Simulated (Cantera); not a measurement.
An isothermal, constant-pressure homogeneous reactor starts with N2O : H2O = 1 : 0.036 (molar parts), at 1300 K and 20.0 Torr.

Computed with Cantera and GRI-Mech 3.0 (53 species, 325 reactions). GRI-Mech 3.0 was tuned for natural gas; its chemistry of N2O as a main component is partial and can be far from experiment. Radical loss at walls, strong at low pressure, is not modelled. The mechanism lacks the step 2 NO + O2 → 2 NO2, which can matter for NO2 below about 1400 K. The temperature is held fixed by assumption; the heat of reaction is taken as removed at once.

x: mole fraction; the columns are a selection and need not sum to one.

```json
[
 {"t (s)": "0.000900", "x N2O": "0.965", "x NO": "1.12e-5", "x O": "8.52e-6", "x NO2": "2.56e-10", "x O2": "3.22e-5", "x N2": "8.04e-5"},
 {"t (s)": "0.00163", "x N2O": "0.965", "x NO": "2.22e-5", "x O": "8.54e-6", "x NO2": "3.42e-9", "x O2": "6.38e-5", "x N2": "0.000151"},
 {"t (s)": "0.00295", "x N2O": "0.965", "x NO": "4.21e-5", "x O": "8.52e-6", "x NO2": "3.88e-8", "x O2": "0.000121", "x N2": "0.000281"},
 {"t (s)": "0.00533", "x N2O": "0.964", "x NO": "…", "x O": "8.49e-6", "x NO2": "…", "x O2": "…", "x N2": "…"},
 {"t (s)": "0.00964", "x N2O": "0.964", "x NO": "0.000140", "x O": "8.46e-6", "x NO2": "2.49e-6", "x O2": "0.000419", "x N2": "0.000946"},
 {"t (s)": "0.0174", "x N2O": "0.962", "x NO": "0.000248", "x O": "8.44e-6", "x NO2": "1.12e-5", "x O2": "0.000775", "x N2": "0.00173"},
 {"t (s)": "0.0315", "x N2O": "0.960", "x NO": "0.000435", "x O": "8.43e-6", "x NO2": "3.46e-5", "x O2": "0.00142", "x N2": "0.00315"},
 {"t (s)": "0.0571", "x N2O": "0.956", "x NO": "0.000761", "x O": "8.37e-6", "x NO2": "8.53e-5", "x O2": "0.00259", "x N2": "0.00572"},
 {"t (s)": "0.103", "x N2O": "0.949", "x NO": "0.00134", "x O": "8.26e-6", "x NO2": "0.000178", "x O2": "0.00468", "x N2": "0.0103"},
 {"t (s)": "0.187", "x N2O": "0.936", "x NO": "0.00237", "x O": "8.09e-6", "x NO2": "0.000313", "x O2": "0.00842", "x N2": "0.0185"},
 {"t (s)": "0.338", "x N2O": "0.913", "x NO": "…", "x O": "7.90e-6", "x NO2": "…", "x O2": "…", "x N2": "…"},
 {"t (s)": "0.611", "x N2O": "0.874", "x NO": "0.00754", "x O": "7.72e-6", "x NO2": "0.000578", "x O2": "0.0265", "x N2": "0.0577"},
 {"t (s)": "1.11", "x N2O": "0.809", "x NO": "0.0131", "x O": "7.58e-6", "x NO2": "0.000629", "x O2": "0.0456", "x N2": "0.0988"},
 {"t (s)": "2.00", "x N2O": "0.707", "x NO": "0.0218", "x O": "7.47e-6", "x NO2": "0.000602", "x O2": "0.0758", "x N2": "0.163"}
]
```

Task: Complete the blanks.

Result: 
- 0.00533, x NO: 7.77e-5
- 0.00533, x NO2: 3.62e-7
- 0.00533, x O2: 0.000226
- 0.00533, x N2: 0.000516
- 0.338, x NO: 0.00424
- 0.338, x NO2: 0.000462
- 0.338, x O2: 0.0150
- 0.338, x N2: 0.0329
